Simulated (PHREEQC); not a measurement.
## Brine: an equilibrium model

Make-up at 25 °C: 2.5 mol/kgw KCl, 0.026 mol/kgw K2SO4 and 0.11 mol/kgw NaCl. It is in equilibrium with CO2 at log p = 0 (atm). Otherwise closed; pH follows from the charge balance.

All values are PHREEQC results (Pitzer model, pitzer.dat), not measurements.

Each row changes one thing in this solution. This is a speciation only: nothing precipitates in the calculation.

| case | pH | HCO3- (mol/kgw) | CO3-2 (mol/kgw) | SI of Sylvite (KCl) | SI of Halite (NaCl) |
|---|---|---|---|---|---|
| as made | 3.82 | 0.000160 | 3.65e-10 | -0.57 | -2.55 |
| K2SO4 from 0.026 to 0.0026 mol/kgw | 3.78 | 0.000146 | 3.08e-10 | -0.57 | -2.55 |
| K2SO4 left out | 3.77 | 0.000144 | 3.01e-10 | -0.57 | -2.55 |
| temperature from 25 to 55 °C | 4.02 | 0.000139 | 8.03e-10 | -0.80 | -2.57 |
| diluted 5-fold with water | 3.89 | 0.000180 | 2.56e-10 | -1.86 | -3.88 |
| KCl left out | 4.02 | 0.000207 | 2.96e-10 | -3.43 | -3.78 |
| K2SO4 from 0.026 to 0.052 mol/kgw | 3.85 | 0.000174 | 4.28e-10 | -0.56 | -2.56 |

In brines, pH and single-ion activities rest on the MacInnes convention. Constants without temperature data keep their 25 °C values here.
